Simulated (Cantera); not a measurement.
A closed system holds: 1 mol CHF₃, 0.16 mol HCl, 2.8 mol H₂, at 1.00 bar.

These are equilibrium values from Cantera (NASA tables, ideal gas, pure condensed phases), not measurements of a reactor. Candidate condensed phases: C, C₆H₆, C₇H₈, C₈H₁₈; 118 gas species. The numbers say what is thermodynamically allowed, not how fast it happens.

At 1725 °C, list the 5 most abundant gas species with their mole fractions, and the condensed phases.

HF 0.605, H₂ 0.362, HCl 0.0322, H 0.000965, C₂H₂ (acetylene) 0.000274. Condensed: C(graphite).
